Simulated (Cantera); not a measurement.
A Cantera script and what it prints.

```python
import numpy as np
import cantera as ct

gas_names = """
    Cr CrO CrO2 CrO3 H HO2 H2 H2O H2O2 O OH O2 O3
""".split()
cond_names = """
    Cr(cr) Cr(L) Cr2O3(s) Cr2O3(L) H2O(s) H2O(L)
""".split()


def load(file, names, dense=False):
    # The tables refer to 1 bar. Condensed volumes are neglected.
    table = {s.name: s for s in ct.Species.list_from_file(file)}
    out = []
    for n in names:
        d = dict(table[n].input_data)
        d["thermo"] = dict(d["thermo"], **{"reference-pressure": 1e5})
        if dense:
            d["equation-of-state"] = {"model": "constant-volume", "density": "1e6 g/cm^3"}
        out.append(ct.Species.from_dict(d))
    return out


gas = ct.Solution(thermo="ideal-gas", species=load("nasa_gas.yaml", gas_names))
cond = {s.name: ct.Solution(thermo="fixed-stoichiometry", species=[s], name=s.name)
        for s in load("nasa_condensed.yaml", cond_names, dense=True)}
atoms = {
    'Cr': {'Cr': 1},
    'H2O': {'H': 2, 'O': 1},
    'H2': {'H': 2},
}
top_T = {}  # K; cautious upper limits of use, not melting points


def equilibrate(T, P, feed):
    n = {}
    for name, mol in feed.items():
        for a, k in atoms[name].items():
            n[a] = n.get(a, 0.0) + k * mol
    gas.TPX = T, P, n
    mass = sum(n.values()) * gas.mean_molecular_weight
    gas.equilibrate("TP")
    valid = [c for c in cond.values() if c.min_temp <= T <= top_T.get(c.name, c.max_temp)]
    mix = ct.Mixture([(gas, mass / gas.mean_molecular_weight)] + [(c, 0.0) for c in valid])
    mix.T, mix.P = T, P
    mix.equilibrate("TP", solver="vcs", rtol=1e-11, max_steps=5000)
    return mix


results = []
P = 13332.2  # Pa
for T in [1925, 2000, 2075, 2150, 2225, 2300, 2375, 2450, 2525]:
    for m in [32, 38, 44, 51, 59, 68, 79, 92, 110, 120, 140]:
        feed = {'Cr': 1, 'H2O': 0.32, 'H2': m}  # mol
        mix = equilibrate(T, P, feed)
        results.append((T, P, feed, dict(zip(mix.species_names, mix.species_moles))))

for T, P, feed, n in results:
    print(f"{T:7g} {feed['H2']:10.4g}  " + (" + ".join(c for c in cond_names if n.get(c, 0) > 1e-12) or "gas only"))
```

Result:

```
   1925         32  Cr(cr)
   1925         38  Cr(cr)
   1925         44  Cr(cr)
   1925         51  Cr(cr)
   1925         59  Cr(cr)
   1925         68  Cr(cr)
   1925         79  Cr(cr)
   1925         92  Cr(cr)
   1925        110  Cr(cr)
   1925        120  Cr(cr)
   1925        140  Cr(cr)
   2000         32  Cr(cr)
   2000         38  Cr(cr)
   2000         44  Cr(cr)
   2000         51  Cr(cr)
   2000         59  Cr(cr)
   2000         68  Cr(cr)
   2000         79  Cr(cr)
   2000         92  Cr(cr)
   2000        110  Cr(cr)
   2000        120  gas only
   2000        140  gas only
   2075         32  Cr(cr)
   2075         38  Cr(cr)
   2075         44  Cr(cr)
   2075         51  gas only
   2075         59  gas only
   2075         68  gas only
   2075         79  gas only
   2075         92  gas only
   2075        110  gas only
   2075        120  gas only
   2075        140  gas only
   2150         32  gas only
   2150         38  gas only
   2150         44  gas only
   2150         51  gas only
   2150         59  gas only
   2150         68  gas only
   2150         79  gas only
   2150         92  gas only
   2150        110  gas only
   2150        120  gas only
   2150        140  gas only
   2225         32  gas only
   2225         38  gas only
   2225         44  gas only
   2225         51  gas only
   2225         59  gas only
   2225         68  gas only
   2225         79  gas only
   2225         92  gas only
   2225        110  gas only
   2225        120  gas only
   2225        140  gas only
   2300         32  gas only
   2300         38  gas only
   2300         44  gas only
   2300         51  gas only
   2300         59  gas only
   2300         68  gas only
   2300         79  gas only
   2300         92  gas only
   2300        110  gas only
   2300        120  gas only
   2300        140  gas only
   2375         32  gas only
   2375         38  gas only
   2375         44  gas only
   2375         51  gas only
   2375         59  gas only
   2375         68  gas only
   2375         79  gas only
   2375         92  gas only
   2375        110  gas only
   2375        120  gas only
   2375        140  gas only
   2450         32  gas only
   2450         38  gas only
   2450         44  gas only
   2450         51  gas only
   2450         59  gas only
   2450         68  gas only
   2450         79  gas only
   2450         92  gas only
   2450        110  gas only
   2450        120  gas only
   2450        140  gas only
   2525         32  gas only
   2525         38  gas only
   2525         44  gas only
   2525         51  gas only
   2525         59  gas only
   2525         68  gas only
   2525         79  gas only
   2525         92  gas only
   2525        110  gas only
   2525        120  gas only
   2525        140  gas only
```

Equilibrium computed with Cantera from the NASA thermochemical tables; the gas is ideal and each condensed phase is pure.
